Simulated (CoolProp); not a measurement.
The fluid at 293.15 K and 0.143 MPa (gas) is heated at constant pressure to 316.7 K. The same conditions are run with several fluids, on thermodynamics alone (safety and materials aside).

The numbers come from the reference Helmholtz-energy equation of state of each fluid (dimethyl ether: Wu 2011; R410A: Lemmon 2003; propylene: Lemmon 2013; R115: Lemmon 2016; R13: Platzer 1990) in CoolProp. The equations of Platzer and Polt are older, rougher fits. Blends and air are pseudo-pure fits.

Question: Rank dimethyl ether, R410A, propylene, R115, R13 by heat (kJ/kg), highest first.

Answer: propylene (37.3), dimethyl ether (35.3), R410A (19.7), R115 (17.2), R13 (15.4)

| fluid | final density (kg/m³) |
|---|---|
| dimethyl ether | 2.56 |
| R410A | 4.00 |
| propylene | 2.32 |
| R115 | 8.57 |
| R13 | 5.73 |
